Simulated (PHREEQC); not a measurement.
A column of 1 m (40 cells, dispersivity 0.08 m, 3600 s a shift, diffusion coefficient 3e-10 m²/s) holds 0.068 eq of the database's cation exchanger X per kg of pore water, first in equilibrium with 0.41 mmol/kgw ZnSO4, 16 mmol/kgw CdCl2 and 0.01 mmol/kgw HCl. It is flushed with 0.00069 mol/kgw ZnSO4, 0.078 mol/kgw Na2SO4, 0.033 mol/kgw NaCl and 1e-05 mol/kgw HCl, at 25 °C. Values are for the last cell. CO2 from the air is kept out. Precipitation was switched off in this run.

The series has 31 steps of pore volumes, from 0 to 3.013.

Computed with PHREEQC (ion-association model, phreeqc.dat).

Problem. After how many pore volumes does Na at the outlet first reach half of its feed value?

Solution. By 1.2 pore volumes.

Species that the database lacks are ignored.
